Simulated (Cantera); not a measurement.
Cantera run:

```python
import numpy as np
import cantera as ct

gas_names = [...]  # 110 gases of nasa_gas.yaml made of C, H, O
cond_names = """
    C(gr) C6H6(L) C7H8(L) C8H18(L),n-octa H2O(s) H2O(L)
""".split()


# ... load() reads the species with a 1 bar reference pressure and builds the phases ...
atoms = {
    'toluene': {'C': 7, 'H': 8},
    'H2O': {'H': 2, 'O': 1},
    'CO2': {'C': 1, 'O': 2},
}
top_T = {'C(gr)': 4500}  # K; cautious upper limits of use, not melting points


# ... equilibrate(T, P, feed) seeds the gas with the atoms and calls Mixture.equilibrate('TP', solver="vcs", rtol=1e-11, max_steps=5000) ...
results = []
feed = {'toluene': 1, 'H2O': 0.22, 'CO2': 0.49}  # mol
T = 1150  # K
P = 1333.22  # Pa
mix = equilibrate(T, P, feed)
results.append((T, P, feed, dict(zip(mix.species_names, mix.species_moles))))
x = sorted(zip(gas.X, gas.species_names), reverse=True)
print(f"T = {T:g} K  P = {P:g} Pa  gas = {mix.phase_moles(0):.4g} mol")
print("   x: " + "  ".join(f"{s} {v:.3e}" for v, s in x if v > 1e-05))
print("   condensed (mol): " + ("  ".join(f"{mix.phase(i).name} {mix.phase_moles(i):.4g}"
      for i in range(1, mix.n_phases) if mix.phase_moles(i) > 1e-12) or "none"))
```

Result:

```
T = 1150 K  P = 1333.22 Pa  gas = 5.418 mol
   x: H2 7.784e-01  CO 2.213e-01  CH4 1.890e-04  H2O 1.077e-04  CO2 2.576e-05
   condensed (mol): C(gr) 6.29
```

Cantera equilibrium calculation (NASA polynomials, part measured and part estimated; ideal gas, pure solids and liquids).
